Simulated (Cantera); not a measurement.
Cantera run:

```python
import numpy as np
import cantera as ct

gas_names = """
    AL ALC ALN ALO ALO2 AL2 AL2O AL2O2 C CN CO CO2 C2 CCN CNC C2N2 C2O C3 C3O2 C4 C4N2 C5 N NCO NO NO2
    NO3 N2 N2O O O2 O3
""".split()
cond_names = """
    AL(cr) AL(L) ALN(s) AL2O3(a) AL2O3(L) C(gr)
""".split()


# ... load() reads the species with a 1 bar reference pressure and builds the phases ...
atoms = {
    'Al': {'AL': 1},
    'CO2': {'C': 1, 'O': 2},
    'N2': {'N': 2},
    'O2': {'O': 2},
}
top_T = {'ALN(s)': 2750, 'C(gr)': 4500}  # K; cautious upper limits of use, not melting points


# ... equilibrate(T, P, feed) seeds the gas with the atoms and calls Mixture.equilibrate('TP', solver="vcs", rtol=1e-11, max_steps=5000) ...
results = []
feed = {'Al': 1, 'CO2': 0.047, 'N2': 4.4, 'O2': 0.0036}  # mol
P = 10000  # Pa
for T in [723, 823, 923, 1023, 1123, 1223, 1323, 1423, 1523, 1623, 1723, 1823]:
    mix = equilibrate(T, P, feed)
    results.append((T, P, feed, dict(zip(mix.species_names, mix.species_moles))))

top = {s: max(r[3][s] / sum(r[3][g] for g in gas_names) for r in results) for s in gas_names}
cols = sorted((s for s in top if top[s] > 1e-05), key=lambda s: -top[s])[:7]
seen = [c for c in cond_names if any(r[3].get(c, 0) > 1e-12 for r in results)]
print("log10 of partial pressures in bar; condensed amounts in mol")
print(f"{'T/K':>10s}" + "".join(f"{s[:9]:>10s}" for s in cols + seen))
for T, P, feed, n in results:
    ng = sum(n[g] for g in gas_names)
    print(f"{T:10.4g}" + "".join(f"{np.log10(max(n[s] / ng * P / 1e5, 1e-99)):10.3f}" for s in cols)
          + "".join(f"{n.get(c, 0):10.4g}" for c in seen))
```

Output:

```
log10 of partial pressures in bar; condensed amounts in mol
       T/K        N2        CO        AL    ALN(s)  AL2O3(a)     C(gr)
       723    -1.000   -10.883   -33.760    0.9325   0.03373     0.047
       823    -1.000    -8.823   -28.094    0.9325   0.03373     0.047
       923    -1.000    -7.214   -23.663    0.9325   0.03373     0.047
      1023    -1.000    -5.924   -20.104    0.9326   0.03372   0.04695
      1123    -1.000    -4.868   -17.185    0.9329   0.03356   0.04647
      1223    -1.000    -3.988   -14.747    0.9352   0.03239   0.04296
      1323    -1.002    -3.245   -12.680    0.9475   0.02625   0.02455
      1423    -1.005    -2.926   -10.907    0.9639   0.01807         0
      1523    -1.005    -2.926    -9.371    0.9639   0.01807         0
      1623    -1.005    -2.926    -8.027    0.9639   0.01807         0
      1723    -1.005    -2.926    -6.841    0.9639   0.01807         0
      1823    -1.005    -2.926    -5.788    0.9638   0.01806         0
```

These are equilibrium values from Cantera (NASA tables, ideal gas, pure condensed phases), not measurements of a reactor. Mutual solubility and eutectic melting of coexisting phases are not modelled.
